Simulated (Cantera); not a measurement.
## Zr + N2 + H2 (tantalum, niobium, vanadium and zirconium in process gases)

Input: 1 mol Zr, 0.47 mol N2, 37 mol H2, at 0.0640 bar.

These are equilibrium values from Cantera (NASA tables, ideal gas, pure condensed phases), not measurements of a reactor. Candidate condensed phases: Zr, ZrN; 11 gas species. Mutual solubility and eutectic melting of coexisting phases are not modelled. ZrN: taken at fixed stoichiometry. Condensed phases not in the tables: N, O or C dissolved in the metal. Equilibrium is a limit: real reactors are often held back by kinetics, nucleation or transport.

From 1673 K to 2073 K the condensed part is Zr(β) + ZrN(s). From 2173 K to 2773 K the condensed part is Zr(l) + ZrN(s).

```
T (K)  log p H2  log p H  log p N2  log p Zr  log p N  log p NH  log p NH2  log p NH3  n Zr(β)  n ZrN(s)  n Zr(l)
-----  --------  -------  --------  --------  -------  --------  ---------  ---------  -------  --------  -------
1673      -1.19    -4.54    -13.17    -11.69     <-13      <-13       <-13     -12.79   0.0600     0.940        0
1773      -1.19    -4.14    -11.90    -10.62     <-13      <-13       <-13     -12.25   0.0600     0.940        0
1873      -1.19    -3.79    -10.78     -9.68     <-13      <-13       <-13     -11.78   0.0600     0.940        0
1973      -1.20    -3.47     -9.76     -8.83     <-13      <-13     -13.08     -11.35   0.0600     0.940        0
2073      -1.20    -3.18     -8.85     -8.06   -13.03    -12.98     -12.39     -10.97   0.0600     0.940        0
2173      -1.20    -2.92     -8.00     -7.37   -12.05    -12.14     -11.76     -10.62        0     0.940   0.0600
2273      -1.21    -2.68     -7.21     -6.76   -11.14    -11.37     -11.17     -10.29        0     0.940   0.0600
2373      -1.22    -2.46     -6.48     -6.20   -10.31    -10.66     -10.64      -9.99        0     0.940   0.0600
2473      -1.23    -2.27     -5.81     -5.69    -9.55    -10.02     -10.15      -9.72        0     0.938   0.0606
2573      -1.25    -2.09     -5.19     -5.21    -8.84     -9.42      -9.71      -9.49        0     0.932   0.0642
2673      -1.28    -1.93     -4.62     -4.78    -8.19     -8.88      -9.31      -9.29        0     0.909   0.0799
2773      -1.32    -1.79     -4.09     -4.37    -7.59     -8.39      -8.96      -9.12        0     0.833    0.139
```
log p: log10 of the partial pressure in bar; n: condensed amount in mol.
